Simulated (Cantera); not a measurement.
Cantera run:

```python
import numpy as np
import cantera as ct

gas_names = """
    F F2 H HF H2 H2F2 H3F3 H4F4 H5F5 H6F6 H7F7 N NF NF2 NF3 NH NH2 NH3 N2 N2H2 N2H4 Si SiF SiF2 SiF3
    SiF4 SiH SiHF3 SiH2 SiH2F2 SiH3 SiH3F SiH4 SiN Si2 Si2N Si3
""".split()
cond_names = """
    Si(cr) Si(L) Si3N4(a)
""".split()


def load(file, names, dense=False):
    # The tables refer to 1 bar. Condensed volumes are neglected.
    table = {s.name: s for s in ct.Species.list_from_file(file)}
    out = []
    for n in names:
        d = dict(table[n].input_data)
        d["thermo"] = dict(d["thermo"], **{"reference-pressure": 1e5})
        if dense:
            d["equation-of-state"] = {"model": "constant-volume", "density": "1e6 g/cm^3"}
        out.append(ct.Species.from_dict(d))
    return out


gas = ct.Solution(thermo="ideal-gas", species=load("nasa_gas.yaml", gas_names))
cond = {s.name: ct.Solution(thermo="fixed-stoichiometry", species=[s], name=s.name)
        for s in load("nasa_condensed.yaml", cond_names, dense=True)}
atoms = {
    'SiF4': {'Si': 1, 'F': 4},
    'NH3': {'N': 1, 'H': 3},
    'N2': {'N': 2},
}
top_T = {'Si3N4(a)': 2400}  # K; cautious upper limits of use, not melting points


def equilibrate(T, P, feed):
    n = {}
    for name, mol in feed.items():
        for a, k in atoms[name].items():
            n[a] = n.get(a, 0.0) + k * mol
    gas.TPX = T, P, n
    mass = sum(n.values()) * gas.mean_molecular_weight
    gas.equilibrate("TP")
    valid = [c for c in cond.values() if c.min_temp <= T <= top_T.get(c.name, c.max_temp)]
    mix = ct.Mixture([(gas, mass / gas.mean_molecular_weight)] + [(c, 0.0) for c in valid])
    mix.T, mix.P = T, P
    mix.equilibrate("TP", solver="vcs", rtol=1e-11, max_steps=5000)
    return mix


results = []
feed = {'SiF4': 1, 'NH3': 0.29, 'N2': 4.3}  # mol
P = 1400  # Pa
for T in [1073, 1123, 1173, 1223, 1273, 1323, 1373, 1423, 1473, 1523, 1573]:
    mix = equilibrate(T, P, feed)
    results.append((T, P, feed, dict(zip(mix.species_names, mix.species_moles))))

top = {s: max(r[3][s] / sum(r[3][g] for g in gas_names) for r in results) for s in gas_names}
cols = sorted((s for s in top if top[s] > 1e-06), key=lambda s: -top[s])[:5]
seen = [c for c in cond_names if any(r[3].get(c, 0) > 1e-12 for r in results)]
print("log10 of partial pressures in bar; condensed amounts in mol")
print(f"{'T/K':>10s}" + "".join(f"{s[:9]:>10s}" for s in cols + seen))
for T, P, feed, n in results:
    ng = sum(n[g] for g in gas_names)
    print(f"{T:10.4g}" + "".join(f"{np.log10(max(n[s] / ng * P / 1e5, 1e-99)):10.3f}" for s in cols)
          + "".join(f"{n.get(c, 0):10.4g}" for c in seen))
```

Result:

```
log10 of partial pressures in bar; condensed amounts in mol
       T/K        N2      SiF4        H2        HF      SiF3  Si3N4(a)
      1073    -1.975    -2.624    -2.987    -5.113    -5.977 0.0001597
      1123    -1.975    -2.625    -2.988    -4.968    -5.575   0.00018
      1173    -1.976    -2.625    -2.989    -4.837    -5.208 0.0001511
      1223    -1.976    -2.627    -2.990    -4.716    -4.872 1.084e-05
      1273    -1.976    -2.629    -2.993    -4.533    -4.637         0
      1323    -1.976    -2.632    -2.996    -4.355    -4.431         0
      1373    -1.976    -2.636    -3.001    -4.186    -4.246         0
      1423    -1.977    -2.642    -3.008    -4.027    -4.079         0
      1473    -1.977    -2.649    -3.017    -3.879    -3.928         0
      1523    -1.978    -2.659    -3.029    -3.742    -3.791         0
      1573    -1.979    -2.672    -3.045    -3.614    -3.668         0
```

Cantera equilibrium calculation (NASA polynomials, part measured and part estimated; ideal gas, pure solids and liquids). The tables' values for SiF3, SiF2 are old estimates; treat these amounts as uncertain.
